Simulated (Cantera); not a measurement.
Feed: 1 mol B2O3, 1.7 mol NH3, 63 mol H2, held at 1602 °C and 7.50 Torr.

These are equilibrium values from Cantera (NASA tables, ideal gas, pure condensed phases), not measurements of a reactor. Candidate condensed phases: B, BN, B2O3, B3O3H3, H2O; 39 gas species. Equilibrium is a limit: real reactors are often held back by kinetics, nucleation or transport.

Base state: H2 0.952, N2 0.0126, HBO 0.0121, HBO2 0.00933, H 0.00640, B2O3 0.00287, H2O 0.00257, BO 0.00134 (mole fractions); condensed: gas only.

What changes in the equilibrium state with this change: B2O3 replaced by B?


```
species       before     after
----------  --------  --------
H2             0.952     0.988
H            0.00640   0.00652
N2            0.0126   0.00535
HBO           0.0121         0
HBO2         0.00933         0
BH2          1.81e-7  0.000118
B2O3         0.00287         0
H2O          0.00257         0
BO           0.00134         0
B2O2        0.000512         0
BN(s), mol         0     0.992
```
The tables' values for BH2 are old estimates; treat these amounts as uncertain.
